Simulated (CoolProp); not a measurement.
Values from CoolProp's reference Helmholtz-energy equation of state, Schmidt 1985.

Problem. Give the vapour pressure (kPa), liquid density (kg/m³), enthalpy of vaporisation (kJ/kg), vapour Z of saturated oxygen at 91.1 K.

Solution. 
```tsv
T (K)	p (kPa)	liquid density (kg/m³)	enthalpy of vaporisation (kJ/kg)	vapour Z
91.1	111	1140	212	0.966
```
